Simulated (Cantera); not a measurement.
A closed system holds: 1 mol SiCl4, 2.3 mol Cl2, 10 mol H2, at 1125 K and 750 Torr.

Method: chemical equilibrium by Gibbs-energy minimisation in Cantera with the NASA 1993 tables (ideal gas, pure condensed phases). Candidate condensed phases: Si; 19 gas species. The tables' values for SiCl3 are old estimates; treat these amounts as uncertain. Rates play no part.

Base state: H2 0.577, HCl 0.348, SiCl4 0.0729, SiHCl3 0.00210, SiCl3 0.000200 (mole fractions); condensed: gas only.

Task: What changes in the equilibrium state with this change: temperature from 1125 K to 550 K?

Result: 
```json
[
 {"species": "H2", "before": "0.577", "after": "0.579"},
 {"species": "HCl", "before": "0.348", "after": "0.346"},
 {"species": "SiCl4", "before": "0.0729", "after": "0.0752"},
 {"species": "SiCl3", "before": "0.000200", "after": "<1e-9"},
 {"species": "SiHCl3", "before": "0.00210", "after": "9.53e-7"}
]
```
